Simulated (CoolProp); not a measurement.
Vapour-liquid equilibrium of ethane (1) + C3F8 (R218) (2) at -13.65 °C; x and y are mole fractions of (1).

The numbers come from the multi-fluid Helmholtz-energy mixture model, Bücker 2006 and Lemmon 2006; pair parameters Bell 2016 in CoolProp.

| x | bubble pressure (kPa) | y at the bubble point | dew pressure at overall composition x (kPa) | liquid density (mol/L) |
|---|---|---|---|---|
| 0.05 | 382.1 | 0.326 | 272.9 | 8.237 |
| 0.15 | 624.2 | 0.601 | 304.8 | 8.596 |
| 0.25 | 837.3 | 0.715 | 344.5 | 8.978 |
| 0.35 | 1010 | 0.775 | 395.6 | 9.390 |
| 0.45 | [?] | [?] | 463.6 | 9.844 |
| 0.55 | 1257 | [?] | 559.0 | 10.36 |
| 0.65 | [?] | [?] | 701.8 | 10.95 |
| 0.75 | 1448 | 0.895 | 932.7 | 11.67 |
| 0.85 | 1543 | 0.928 | 1291 | 12.54 |
| 0.95 | 1641 | 0.972 | 1596 | 13.65 |

### Question
Complete the blanks.

### Answer

- 0.45, bubble pressure (kPa): 1146
- 0.45, y at the bubble point: 0.813
- 0.55, y at the bubble point: 0.841
- 0.65, bubble pressure (kPa): 1354
- 0.65, y at the bubble point: 0.867

No azeotrope shows between x = 0.05 and 0.95.

Pair parameters are fitted to limited data, so mixtures are less certain than the pure fluids.
